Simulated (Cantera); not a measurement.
**Adiabatic ignition**

An adiabatic, constant-pressure homogeneous reactor starts with CH₄ : H₂ : O₂ : N₂ = 1 : 0.035 : 3.67 : 13.8 (molar parts), at 950 K and 18.0 bar.

Computed with Cantera and GRI-Mech 3.0 (53 species, 325 reactions). The pressure lies above the range GRI-Mech 3.0 was tuned for (to about 10 atm). Below about 1000 K GRI-Mech 3.0 lacks low-temperature oxidation paths.

| t (s) | T (K) | x CH₄ | x H₂ | x O₂ | x NO₂ | x O | x H |
|---|---|---|---|---|---|---|---|
| 1.00e-6 | 950 | 0.0540 | 0.00189 | 0.198 | <1e-12 | <1e-12 | <1e-12 |
| 2.90e-6 | 950 | 0.0540 | 0.00189 | 0.198 | <1e-12 | <1e-12 | <1e-12 |
| 8.42e-6 | 950 | 0.0540 | 0.00189 | 0.198 | <1e-12 | <1e-12 | <1e-12 |
| 2.44e-5 | 950 | 0.0540 | 0.00189 | 0.198 | <1e-12 | <1e-12 | <1e-12 |
| 7.09e-5 | 950 | 0.0540 | 0.00189 | 0.198 | <1e-12 | <1e-12 | <1e-12 |
| 0.000206 | 950 | 0.0540 | 0.00189 | 0.198 | <1e-12 | <1e-12 | <1e-12 |
| 0.000597 | 950 | 0.0540 | 0.00189 | 0.198 | <1e-12 | <1e-12 | <1e-12 |
| 0.00173 | 950 | 0.0540 | 0.00189 | 0.198 | <1e-12 | 1.05e-12 | 1.19e-12 |
| 0.00503 | 950 | 0.0540 | 0.00189 | 0.198 | <1e-12 | 4.59e-12 | 5.90e-12 |
| 0.0146 | 950 | 0.0540 | 0.00188 | 0.198 | <1e-12 | 3.17e-11 | 5.37e-11 |
| 0.0423 | 956 | 0.0534 | 0.00180 | 0.198 | <1e-12 | 2.28e-10 | 5.74e-10 |
| 0.123 | 2105 | <1e-12 | 5.35e-5 | 0.0881 | 7.47e-6 | 0.000101 | 5.58e-6 |
| 0.356 | 2097 | <1e-12 | 5.14e-5 | 0.0864 | 2.08e-5 | 9.52e-5 | 5.22e-6 |
| 1.03 | 2095 | <1e-12 | 5.08e-5 | 0.0860 | 2.46e-5 | 9.35e-5 | 5.12e-6 |
| 3.00 | 2095 | <1e-12 | 5.08e-5 | 0.0860 | 2.46e-5 | 9.35e-5 | 5.12e-6 |
x: mole fraction; the columns are a selection and need not sum to one.

```
Property                                                             Value
---------------------------------  ---------------------------------------
time of steepest temperature rise                                  59.6 ms
temperature at 3.00 s                                               2095 K
equilibrium temperature                                             2095 K
x(CH₄) at 3.00 s                     <1e-12 (gas-phase equilibrium <1e-12)
x(H₂) at 3.00 s                    5.08e-5 (gas-phase equilibrium 5.08e-5)
x(O₂) at 3.00 s                      0.0860 (gas-phase equilibrium 0.0860)
```
